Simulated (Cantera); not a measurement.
Cantera run:

```python
import numpy as np
import cantera as ct

gas_names = """
    CL CLO CL2 H HCL HOCL HO2 H2 H2O H2O2 O OH O2 O3 Ti TiCL TiCL2 TiCL3 TiCL4 TiO TiOCL TiOCL2 TiO2
""".split()
cond_names = """
    H2O(s) H2O(L) Ti(a) Ti(b) Ti(L) TiCL2(s) TiCL3(s) TiCL4(L) TiO(a) TiO(b) TiO(L) TiO2(ru) TiO2(L)
    Ti2O3(a) Ti2O3(b) Ti2O3(L) Ti3O5(a) Ti3O5(b) Ti3O5(L) Ti4O7(s) Ti4O7(L)
""".split()


# ... load() reads the species with a 1 bar reference pressure and builds the phases ...
atoms = {
    'TiCl4': {'Ti': 1, 'CL': 4},
    'H2O': {'H': 2, 'O': 1},
}
top_T = {'TiCL2(s)': 1300, 'TiCL3(s)': 1000}  # K; cautious upper limits of use, not melting points


# ... equilibrate(T, P, feed) seeds the gas with the atoms and calls Mixture.equilibrate('TP', solver="vcs", rtol=1e-11, max_steps=5000) ...
results = []
feed = {'TiCl4': 1, 'H2O': 0.27}  # mol
P = 133.322  # Pa
for T in [1448, 1473, 1498, 1523, 1548, 1573, 1598, 1623, 1648, 1673, 1698]:
    mix = equilibrate(T, P, feed)
    results.append((T, P, feed, dict(zip(mix.species_names, mix.species_moles))))

top = {s: max(r[3][s] / sum(r[3][g] for g in gas_names) for r in results) for s in gas_names}
cols = sorted((s for s in top if top[s] > 1e-06), key=lambda s: -top[s])[:8]
seen = [c for c in cond_names if any(r[3].get(c, 0) > 1e-12 for r in results)]
print("log10 of partial pressures in bar; condensed amounts in mol")
print(f"{'T/K':>10s}" + "".join(f"{s[:9]:>10s}" for s in cols + seen))
for T, P, feed, n in results:
    ng = sum(n[g] for g in gas_names)
    print(f"{T:10.4g}" + "".join(f"{np.log10(max(n[s] / ng * P / 1e5, 1e-99)):10.3f}" for s in cols)
          + "".join(f"{n.get(c, 0):10.4g}" for c in seen))
```

It prints:

```
log10 of partial pressures in bar; condensed amounts in mol
       T/K     TiCL4       HCL     TiCL3        CL    TiOCL2       CL2     TiCL2        H2  TiO2(ru)
      1448    -3.118    -3.302    -4.437    -4.455    -6.786    -6.129    -8.564    -7.943    0.1349
      1473    -3.127    -3.305    -4.337    -4.353    -6.607    -6.078    -8.307    -7.884    0.1349
      1498    -3.138    -3.309    -4.241    -4.255    -6.436    -6.031    -8.058    -7.826    0.1348
      1523    -3.151    -3.314    -4.149    -4.162    -6.272    -5.989    -7.818    -7.768    0.1347
      1548    -3.167    -3.319    -4.062    -4.073    -6.115    -5.951    -7.584    -7.711    0.1346
      1573    -3.186    -3.326    -3.980    -3.989    -5.965    -5.919    -7.359    -7.654    0.1344
      1598    -3.209    -3.333    -3.902    -3.910    -5.822    -5.892    -7.140    -7.597    0.1341
      1623    -3.236    -3.342    -3.829    -3.836    -5.686    -5.871    -6.928    -7.539    0.1338
      1648    -3.268    -3.351    -3.761    -3.767    -5.557    -5.856    -6.722    -7.480    0.1333
      1673    -3.306    -3.362    -3.699    -3.703    -5.435    -5.848    -6.523    -7.419    0.1327
      1698    -3.349    -3.373    -3.641    -3.645    -5.320    -5.847    -6.330    -7.355    0.1319
```

These are equilibrium values from Cantera (NASA tables, ideal gas, pure condensed phases), not measurements of a reactor. The tables' values for TiCl2 are old estimates; treat these amounts as uncertain.
